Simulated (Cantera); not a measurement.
An isothermal, constant-pressure homogeneous reactor starts with CH₄ : H₂ = 1 : 3.7 (molar parts), at 1298 K and 0.300 Torr. Integrator tolerance rtol = 1e-08.

Computed with Cantera and GRI-Mech 3.0 (53 species, 325 reactions). GRI-Mech 3.0 stops at C3 and has no aromatics, soot or wall deposition, so with more carbon than oxygen in the feed, carbon stays in small species such as C2H2 where larger ones or solid carbon would form. Radical loss at walls, strong at low pressure, is not modelled.

What does this change do: temperature 1298 to 1525 K?


```json
[
 {"quantity": "x(CH₄) at 20.0 s", "before": "0.213 (gas-phase equilibrium 0.00108)", "after": "0.139 (gas-phase equilibrium 6.69e-5)"},
 {"quantity": "x(H₂) at 20.0 s", "before": "0.787 (gas-phase equilibrium 0.912)", "after": "0.829 (gas-phase equilibrium 0.911)"},
 {"quantity": "x(CH₂) at 20.0 s", "before": "4.33e-11 (gas-phase equilibrium 4.13e-11)", "after": "3.07e-7 (gas-phase equilibrium 1.80e-9)"},
 {"quantity": "x(C₂H) at 20.0 s", "before": "<1e-12 (gas-phase equilibrium 2.17e-9)", "after": "2.70e-8 (gas-phase equilibrium 2.40e-7)"},
 {"quantity": "x(C₂H₂) at 20.0 s", "before": "3.41e-8 (gas-phase equilibrium 0.0872)", "after": "0.0287 (gas-phase equilibrium 0.0876)"},
 {"quantity": "x(CH₃) at 20.0 s", "before": "1.73e-5 (gas-phase equilibrium 1.20e-6)", "after": "0.00120 (gas-phase equilibrium 1.69e-6)"}
]
```
